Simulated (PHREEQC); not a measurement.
## Alkaline etch or developer

A solution holds 0.013 mol CsOH and 0.00081 mol H3BO3 per kg of water, at 25 °C. Closed to the air; pH follows from the charge balance.

Model: ion-association model, wateq4f.dat, run in PHREEQC.

Each row changes one thing in this solution. No solid was allowed to form.

| case | pH | H3BO3 (mol/kgw) |
|---|---|---|
| as made | 12.03 | 1.15e-6 |
| H3BO3 replaced by NH4BF4 at the same molality | 11.90 | 1.56e-6 |
| diluted 100-fold with water | 10.08 | 1.00e-6 |
| CsOH from 0.013 to 0.0117 mol/kgw | 11.99 | 1.28e-6 |
| 0.00076 mol/kgw Na2SO4 added | 12.03 | 1.14e-6 |
| H3BO3 from 0.00081 to 0.000162 mol/kgw | 12.06 | 2.18e-7 |
| diluted 10-fold with water | 11.07 | 1.14e-6 |
| H3BO3 replaced by HBF4 at the same molality | 11.90 | 1.56e-6 |

Complexes and solids missing from the database can't appear. Real BF4- forms and hydrolyses slowly; the run takes it at equilibrium.
